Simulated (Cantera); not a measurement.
Input (Python, Cantera) and output of one run.

```python
import numpy as np
import cantera as ct

gas_names = """
    Fe FeO N NO NO2 NO3 N2 N2O O O2 O3 S SN SO SO2 SO3 S2 S2O S8
""".split()
cond_names = """
    Fe(a) Fe(c) Fe(d) Fe(L) FeO(s) FeO(L) FeS(a) FeS(b) FeS(c) FeS(L) FeSO4(s) FeS2(s) Fe2O3(s)
    Fe2S3O12(s) Fe3O4(s) S(cr1) S(cr2) S(L)
""".split()


def load(file, names, dense=False):
    # The tables refer to 1 bar. Condensed volumes are neglected.
    table = {s.name: s for s in ct.Species.list_from_file(file)}
    out = []
    for n in names:
        d = dict(table[n].input_data)
        d["thermo"] = dict(d["thermo"], **{"reference-pressure": 1e5})
        if dense:
            d["equation-of-state"] = {"model": "constant-volume", "density": "1e6 g/cm^3"}
        out.append(ct.Species.from_dict(d))
    return out


gas = ct.Solution(thermo="ideal-gas", species=load("nasa_gas.yaml", gas_names))
cond = {s.name: ct.Solution(thermo="fixed-stoichiometry", species=[s], name=s.name)
        for s in load("nasa_condensed.yaml", cond_names, dense=True)}
atoms = {
    'FeS': {'Fe': 1, 'S': 1},
    'SO2': {'S': 1, 'O': 2},
    'N2': {'N': 2},
    'O2': {'O': 2},
}
top_T = {'FeSO4(s)': 950, 'FeS2(s)': 1010, 'Fe2O3(s)': 1830, 'Fe2S3O12(s)': 1100, 'Fe3O4(s)': 1870}  # K; cautious upper limits of use, not melting points


def equilibrate(T, P, feed):
    n = {}
    for name, mol in feed.items():
        for a, k in atoms[name].items():
            n[a] = n.get(a, 0.0) + k * mol
    gas.TPX = T, P, n
    mass = sum(n.values()) * gas.mean_molecular_weight
    gas.equilibrate("TP")
    valid = [c for c in cond.values() if c.min_temp <= T <= top_T.get(c.name, c.max_temp)]
    mix = ct.Mixture([(gas, mass / gas.mean_molecular_weight)] + [(c, 0.0) for c in valid])
    mix.T, mix.P = T, P
    mix.equilibrate("TP", solver="vcs", rtol=1e-11, max_steps=5000)
    return mix


results = []
feed = {'FeS': 1, 'SO2': 2.1, 'N2': 4, 'O2': 4.6}  # mol
P = 180000  # Pa
for T in [923, 1023, 1123, 1223, 1323, 1423, 1523, 1623, 1723]:
    mix = equilibrate(T, P, feed)
    results.append((T, P, feed, dict(zip(mix.species_names, mix.species_moles))))
    x = sorted(zip(gas.X, gas.species_names), reverse=True)
    print(f"T = {T:g} K  P = {P:g} Pa  gas = {mix.phase_moles(0):.4g} mol")
    print("   x: " + "  ".join(f"{s} {v:.3e}" for v, s in x if v > 1e-05))
    print("   condensed (mol): " + ("  ".join(f"{mix.phase(i).name} {mix.phase_moles(i):.4g}"
          for i in range(1, mix.n_phases) if mix.phase_moles(i) > 1e-12) or "none"))
```

Output:

```
T = 923 K  P = 180000 Pa  gas = 7.101 mol
   x: N2 5.633e-01  O2 2.114e-01  SO3 1.686e-01  SO2 5.671e-02  NO 1.061e-05
   condensed (mol): Fe2S3O12(s) 0.5
T = 1023 K  P = 180000 Pa  gas = 9.219 mol
   x: N2 4.339e-01  O2 2.298e-01  SO2 1.777e-01  SO3 1.586e-01  NO 3.109e-05
   condensed (mol): Fe2O3(s) 0.5
T = 1123 K  P = 180000 Pa  gas = 9.556 mol
   x: N2 4.185e-01  O2 2.570e-01  SO2 2.420e-01  SO3 8.240e-02  NO 8.410e-05
   condensed (mol): Fe2O3(s) 0.5
T = 1223 K  P = 180000 Pa  gas = 9.748 mol
   x: N2 4.102e-01  SO2 2.766e-01  O2 2.716e-01  SO3 4.143e-02  NO 1.906e-04
   condensed (mol): Fe2O3(s) 0.5
T = 1323 K  P = 180000 Pa  gas = 9.843 mol
   x: N2 4.062e-01  SO2 2.932e-01  O2 2.785e-01  SO3 2.171e-02  NO 3.792e-04
   condensed (mol): Fe2O3(s) 0.5
T = 1423 K  P = 180000 Pa  gas = 9.89 mol
   x: N2 4.041e-01  SO2 3.013e-01  O2 2.818e-01  SO3 1.215e-02  NO 6.824e-04
   condensed (mol): Fe2O3(s) 0.5
T = 1523 K  P = 180000 Pa  gas = 9.914 mol
   x: N2 4.029e-01  SO2 3.054e-01  O2 2.833e-01  SO3 7.261e-03  NO 1.135e-03
   condensed (mol): Fe2O3(s) 0.5
T = 1623 K  P = 180000 Pa  gas = 9.927 mol
   x: N2 4.020e-01  SO2 3.077e-01  O2 2.839e-01  SO3 4.608e-03  NO 1.772e-03  NO2 1.052e-05
   condensed (mol): Fe2O3(s) 0.5
T = 1723 K  P = 180000 Pa  gas = 10.02 mol
   x: N2 3.980e-01  SO2 3.064e-01  O2 2.899e-01  SO3 3.084e-03  NO 2.641e-03  O 2.282e-05  NO2 1.242e-05
   condensed (mol): Fe3O4(s) 0.3333
```

These are equilibrium values from Cantera (NASA tables, ideal gas, pure condensed phases), not measurements of a reactor.
